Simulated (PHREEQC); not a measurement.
A solution holds 96 mmol/kgw Na2HPO4, at 25 °C. Closed to the air; pH follows from the charge balance.

Computed with PHREEQC (ion-association model, wateq4f.dat).

Problem. The ionic strength comes out as 0.272 mol/kgw. What activity coefficients do NaHPO4-, OH-, H2PO4-, Na+, PO4-3 get?

Solution. NaHPO4- 0.73, OH- 0.68, H2PO4- 0.73, Na+ 0.73, PO4-3 0.051.

This is a speciation only: nothing precipitates in the calculation. H3PO4, which wateq4f.dat lacks, is added to it with the constant of phreeqc.dat.
